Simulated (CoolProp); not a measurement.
A single-stage vapour-compression cycle with R124: evaporating at 298.15 K (dew point), condensing at 361.15 K (bubble point), superheat 8 K, subcooling 5 K, compressor efficiency 0.85, no pressure losses. Each further row changes one setting.

Values from CoolProp's reference Helmholtz-energy equation of state, de Vries 1995.

```tsv
case	cooling COP	pressure ratio	discharge temperature (K)	refrigerating effect (kJ/kg)	volumetric capacity (kJ/m³)
as stated	2.67	4.88	368.2	82.0	1860
evaporating temperature 303.15 K	(withheld)	(withheld)	368.2	84.9	2230
condensing temperature 356.15 K	3.07	4.39	363.2	88.6	2010
subcooling 10 K	(withheld)	4.88	368.2	(withheld)	(withheld)
superheat 18 K	2.77	4.88	(withheld)	90.1	1960
compressor efficiency 0.75	(withheld)	4.88	371.9	82.0	1860
```

Problem. Some entries are withheld; supply them.

Solution. 
- evaporating temperature 303.15 K, cooling COP: 3.05
- evaporating temperature 303.15 K, pressure ratio: 4.19
- subcooling 10 K, cooling COP: 2.89
- subcooling 10 K, refrigerating effect (kJ/kg): 88.8
- subcooling 10 K, volumetric capacity (kJ/m³): 2020
- superheat 18 K, discharge temperature (K): 377.1
- compressor efficiency 0.75, cooling COP: 2.35
